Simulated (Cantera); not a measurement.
An isothermal, constant-pressure homogeneous reactor starts with C2H6 : N2 = 1 : 4.3 (molar parts), at 1825 K and 1330 Pa. Integrator tolerance rtol = 1e-08.

Detailed kinetics in Cantera: GRI-Mech 3.0 (53 species, 325 reactions). GRI-Mech 3.0 stops at C3 and has no aromatics, soot or wall deposition, so with more carbon than oxygen in the feed, carbon stays in small species such as C2H2 where larger ones or solid carbon would form. Radical loss at walls, strong at low pressure, is not modelled.

Q: What does this change do: temperature 1825 to 1925 K?

A: 
```
quantity                                              before                                      after
-----------------  -----------------------------------------  -----------------------------------------
x(C2H6) at 4.00 s  2.64e-10 (gas-phase equilibrium 2.20e-11)  8.88e-12 (gas-phase equilibrium 6.87e-12)
x(C2H2) at 4.00 s       0.137 (gas-phase equilibrium 0.0748)       0.137 (gas-phase equilibrium 0.0723)
x(CH2) at 4.00 s     1.24e-7 (gas-phase equilibrium 3.12e-8)    8.18e-8 (gas-phase equilibrium 7.74e-8)
x(C2H) at 4.00 s     9.75e-6 (gas-phase equilibrium 5.34e-6)    3.13e-5 (gas-phase equilibrium 1.66e-5)
x(CH4) at 4.00 s    0.000100 (gas-phase equilibrium 2.49e-5)    1.30e-5 (gas-phase equilibrium 1.23e-5)
x(HCN) at 4.00 s       5.69e-5 (gas-phase equilibrium 0.124)     0.000148 (gas-phase equilibrium 0.129)
```

Q: What does this change do: N2 4.3 to 0.44 parts?

A: 
| quantity | before | after |
|---|---|---|
| x(C2H6) at 4.00 s | 2.64e-10 (gas-phase equilibrium 2.20e-11) | 1.01e-9 (gas-phase equilibrium 3.26e-10) |
| x(C2H2) at 4.00 s | 0.137 (gas-phase equilibrium 0.0748) | 0.290 (gas-phase equilibrium 0.246) |
| x(CH2) at 4.00 s | 1.24e-7 (gas-phase equilibrium 3.12e-8) | 1.61e-7 (gas-phase equilibrium 8.23e-8) |
| x(C2H) at 4.00 s | 9.75e-6 (gas-phase equilibrium 5.34e-6) | 1.42e-5 (gas-phase equilibrium 1.20e-5) |
| x(CH4) at 4.00 s | 0.000100 (gas-phase equilibrium 2.49e-5) | 0.000275 (gas-phase equilibrium 0.000140) |
| x(HCN) at 4.00 s | 5.69e-5 (gas-phase equilibrium 0.124) | 9.23e-6 (gas-phase equilibrium 0.0893) |
